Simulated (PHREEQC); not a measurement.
## Acid rinse or clean with nickel, zinc or cadmium bath

Solution A (12 mmol/kgw HBr and 5.3 mmol/kgw CuCl2) is mixed with solution B (65 mmol/kgw NiCl2 and 0.39 mmol/kgw KCl) at 20 °C; shares are by mass of water, 1 kg in all. Oxygen alone is held at its pressure in air (log pO2 = -0.68). CO2 from the air is kept out. Solids allowed: Cu(OH)2, Atacamite, Ni(OH)2. Others were left out.

The series has 21 steps of share of solution B, from 0 to 1.

All values are PHREEQC results (ion-association model, wateq4f.dat), not measurements.

Question: Between which two steps does the pH jump most, and from what to what?

Answer: Between share of solution B = 0.95 and 1: from 3.32 to 5.86.

Complexes and solids missing from the database can't appear.
